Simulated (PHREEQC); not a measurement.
Make-up at 25 °C: 0.25 mol H2SO4, 0.00031 mol NiSO4 and 0.00059 mol Fe2(SO4)3 per kg of water. Closed to the air; pH follows from the charge balance.

The numbers come from PHREEQC with the ion-association model, wateq4f.dat.

| quantity | before | after |
|---|---|---|
| pH | 0.66 | 0.65 |
| ionic strength (mol/kgw) | 0.311 | 0.332 |
| SO4-2 (mol/kgw) | 0.0295 | 0.0399 |
| Ni+2 (mol/kgw) | 0.000224 | 0.000214 |
| NiSO4 (mol/kgw) | 8.58e-5 | 9.58e-5 |
| Fe(SO4)2- (mol/kgw) | 6.86e-5 | 8.03e-5 |
| SI of Goethite (FeOOH) | -2.43 | -3.20 |
| SI of Hematite (Fe2O3) | -2.84 | -4.48 |

Q: What was changed between the two runs?
A) NiSO4 from 0.00031 to 0.00062 mol/kgw
B) temperature from 25 to 5 °C
C) temperature from 25 to 50 °C
D) NiSO4 from 0.00031 to 0.000341 mol/kgw

A: B, temperature from 25 to 5 °C

This is a speciation only: nothing precipitates in the calculation. Away from 25 °C the constants follow the database's enthalpies or fits; those with neither stay at their 25 °C values.
